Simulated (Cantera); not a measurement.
Charge: 1 mol MgSO4, 6.9 mol CO2, held at 1523.15 K and 1.10 bar.

Equilibrium computed with Cantera from the NASA thermochemical tables; the gas is ideal and each condensed phase is pure. Candidate condensed phases: C, Mg, MgCO3, MgO, MgS, MgSO4, S; 26 gas species. Equilibrium is a limit: real reactors are often held back by kinetics, nucleation or transport.

Base state: CO2 0.822, SO2 0.118, O2 0.0591, SO3 0.00100, CO 2.22e-5 (mole fractions); condensed: MgO(s).

### Question
What changes in the equilibrium state with this change: CO2 from 6.9 to 2.5 mol?

### Answer
```json
[
 {"species": "CO2", "before": "0.822", "after": "0.626"},
 {"species": "SO2", "before": "0.118", "after": "0.247"},
 {"species": "O2", "before": "0.0591", "after": "0.124"},
 {"species": "SO3", "before": "0.00100", "after": "0.00304"},
 {"species": "CO", "before": "2.22e-5", "after": "1.17e-5"},
 {"species": "MgO(s), mol", "before": "1.00", "after": "1.00"}
]
```
